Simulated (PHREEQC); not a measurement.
Spent oxide etchant with single salt, acid or base: an equilibrium model

Solution A (6.6 mmol/kgw HF, 0.78 mmol/kgw (NH4)2SiF6 and 84 mmol/kgw HCl) is mixed with solution B (0.53 mmol/kgw Li2CO3) at 25 °C; shares are by mass of water, 1 kg in all. Oxygen is held at 0.21 atm. CO2 from the air is kept out. Only these solids could form: SiO2(a).

Equilibrium calculation in PHREEQC: ion-association model, wateq4f.dat.

```tsv
share of solution B	pH	CO2 (mol/kgw)	SiF6-2 (mol/kgw)	HF (mol/kgw)	CO3-2 (mol/kgw)
0	1.16	0	0.000692	0.00679	0
0.1	1.20	5.30e-5	0.000597	0.00627	0
0.2	1.25	0.000106	0.000501	0.00575	0
0.3	1.31	0.000159	0.000404	0.00523	0
0.4	1.37	0.000212	0.000308	0.00471	0
0.5	1.45	0.000265	0.000215	0.00416	0
0.6	1.55	0.000318	0.000129	0.00357	0
0.7	1.67	0.000371	5.71e-5	0.00289	0
0.8	1.85	0.000424	1.21e-5	0.00205	0
0.9	2.17	0.000477	3.51e-7	0.00101	0
1	10.36	2.25e-8	0	0	0.000291
```

SiF6-2 is the database's only silicon fluoride.
